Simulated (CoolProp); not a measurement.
The fluid at 300 K and 0.296 MPa (liquid) is heated at constant pressure to 421 K. The same conditions are run with several fluids, on thermodynamics alone (safety and materials aside).

Values from CoolProp's reference Helmholtz-energy equation of state of each fluid (octamethylcyclotetrasiloxane (D4): Thol 2015; R365MFC: Lemmon 2016; dodecamethylcyclohexasiloxane (D6): Colonna 2008; isohexane: Lemmon 2006; neopentane: Lemmon 2006).

```json
[
 {"fluid": "octamethylcyclotetrasiloxane (D4)", "heat (kJ/kg)": "217", "final phase": "liquid", "final density (kg/m³)": "804"},
 {"fluid": "R365MFC", "heat (kJ/kg)": "325", "final phase": "gas", "final density (kg/m³)": "13.1"},
 {"fluid": "dodecamethylcyclohexasiloxane (D6)", "heat (kJ/kg)": "205", "final phase": "liquid", "final density (kg/m³)": "832"},
 {"fluid": "isohexane", "heat (kJ/kg)": "575", "final phase": "gas", "final density (kg/m³)": "7.78"},
 {"fluid": "neopentane", "heat (kJ/kg)": "544", "final phase": "gas", "final density (kg/m³)": "6.32"}
]
```
